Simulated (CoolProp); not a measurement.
A single-stage vapour-compression cycle with vinyl chloride: evaporating at 286.15 K (dew point), condensing at 342.15 K (bubble point), superheat 2 K, subcooling 2 K, compressor efficiency 0.7, no pressure losses. Each further row changes one setting.

The numbers come from the reference Helmholtz-energy equation of state, Thol 2022 in CoolProp.

```tsv
case	cooling COP	pressure ratio	discharge temperature (K)	refrigerating effect (kJ/kg)	volumetric capacity (kJ/m³)
as stated	2.93	4.51	390.1	250	1870
evaporating temperature 291.15 K	3.33	3.84	384.8	253	2210
condensing temperature 337.15 K	3.29	4.03	382.2	258	1940
subcooling 7 K	3.02	4.51	390.1	258	1940
superheat 12 K	2.91	4.51	401.2	259	1860
compressor efficiency 0.6	2.51	4.51	402.6	250	1870
```
